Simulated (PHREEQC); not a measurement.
Dissolve 0.07 mol H2SO4 and 3.7e-05 mol MnSO4 per kg of water at 84 °C. Closed to the air; pH follows from the charge balance.

Model: ion-association model, wateq4f.dat, run in PHREEQC.

Question: The ionic strength comes out as 0.0802 mol/kgw. What activity coefficients do HSO4-, Mn+2, SO4-2, H+ get?

Answer: HSO4- 0.77, Mn+2 0.39, SO4-2 0.36, H+ 0.82.

This is a speciation only: nothing precipitates in the calculation. Away from 25 °C the constants follow the database's enthalpies or fits; those with neither stay at their 25 °C values.
